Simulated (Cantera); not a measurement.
An adiabatic, constant-pressure homogeneous reactor starts with CH4 : O2 : N2 : H2O = 1 : 4.08 : 15.3 : 0.75 (molar parts), equivalence ratio 0.49, at 1675 K and 17300 Torr. Integrator tolerance rtol = 1e-08.

Model: GRI-Mech 3.0 (53 species, 325 reactions), integrated in Cantera. The pressure lies above the range GRI-Mech 3.0 was tuned for (to about 10 atm).

Question: What does this change do: initial temperature 1675 to 1598 K?

Answer: 
```tsv
quantity	before	after
time of steepest temperature rise	18.5 µs	33.4 µs
temperature at 6.00 s	2551 K	2492 K
equilibrium temperature	2551 K	2492 K
x(CH4) at 6.00 s	<1e-12 (gas-phase equilibrium <1e-12)	<1e-12 (gas-phase equilibrium <1e-12)
x(O2) at 6.00 s	0.0890 (gas-phase equilibrium 0.0890)	0.0900 (gas-phase equilibrium 0.0900)
x(H2O) at 6.00 s	0.125 (gas-phase equilibrium 0.125)	0.126 (gas-phase equilibrium 0.126)
x(H2) at 6.00 s	0.000670 (gas-phase equilibrium 0.000670)	0.000505 (gas-phase equilibrium 0.000505)
x(CO2) at 6.00 s	0.0456 (gas-phase equilibrium 0.0456)	0.0461 (gas-phase equilibrium 0.0461)
x(C2H4) at 6.00 s	<1e-12 (gas-phase equilibrium <1e-12)	<1e-12 (gas-phase equilibrium <1e-12)
x(CH2O) at 6.00 s	9.52e-12 (gas-phase equilibrium 9.52e-12)	5.28e-12 (gas-phase equilibrium 5.28e-12)
```
